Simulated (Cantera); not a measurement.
## Premixed flame

A freely propagating, adiabatic, planar premixed flame of 11.1 % CH4, 14.7 % O2, 55.4 % N2, 18.8 % H2O, equivalence ratio 1.5, unburnt at 700 K and 7500 Torr; multicomponent transport, grid criteria slope 0.08 and curve 0.16, no radiation.

Cantera simulation using GRI-Mech 3.0 (53 species, 325 reactions); the numbers are that mechanism's predictions, not measurements. Burning velocities carry a grid error of a few per cent, more on coarse grids.

| z (mm) | T (K) | u (m/s) | x CH4 | x O2 | x H2O | x OH | x H2O2 | x C2H6 |
|---|---|---|---|---|---|---|---|---|
| -0.668 | 701 | 0.184 | 0.110 | 0.147 | 0.188 | <1e-8 | 1.62e-7 | 1.15e-7 |
| -0.446 | 710 | 0.187 | 0.109 | 0.145 | 0.188 | <1e-8 | 1.56e-6 | 1.76e-6 |
| -0.334 | 734 | 0.194 | 0.107 | 0.143 | 0.190 | <1e-8 | 5.93e-6 | 9.39e-6 |
| -0.223 | 834 | 0.223 | 0.0997 | 0.134 | 0.201 | <1e-8 | 2.69e-5 | 6.95e-5 |
| -0.111 | 1175 | 0.319 | 0.0725 | 0.0990 | 0.242 | 8.91e-7 | 6.82e-5 | 0.000520 |
| -0.0557 | 1467 | 0.403 | 0.0467 | 0.0638 | 0.277 | 1.03e-5 | 1.33e-5 | 0.000948 |
| 0 | 1733 | 0.479 | 0.0234 | 0.0291 | 0.309 | 5.10e-5 | 3.73e-6 | 0.000550 |
| 0.0557 | 1870 | 0.519 | 0.0127 | 0.0107 | 0.323 | 8.61e-5 | 1.22e-6 | 0.000131 |
| 0.111 | 1921 | 0.533 | 0.00901 | 0.00417 | 0.325 | 7.81e-5 | 3.76e-7 | 3.96e-5 |
| 0.223 | 1946 | 0.541 | 0.00653 | 0.000864 | 0.323 | 5.46e-5 | 5.77e-8 | 9.98e-6 |
| 0.446 | 1948 | 0.542 | 0.00472 | 6.43e-5 | 0.317 | 4.14e-5 | <1e-8 | 3.40e-6 |
| 0.891 | 1941 | 0.541 | 0.00325 | 9.28e-7 | 0.311 | 3.58e-5 | <1e-8 | 1.40e-6 |
| 1.78 | 1934 | 0.541 | 0.00206 | 4.50e-8 | 0.306 | 3.16e-5 | <1e-8 | 5.08e-7 |
x: mole fraction of selected species; z is measured from the peak of heat release.

laminar burning velocity: 18.3 cm/s
thermal thickness: 0.223 mm
peak x(OH): 8.67e-5
peak x(H2O2): 7.16e-5
peak x(C2H6): 0.000957
grid points: 126
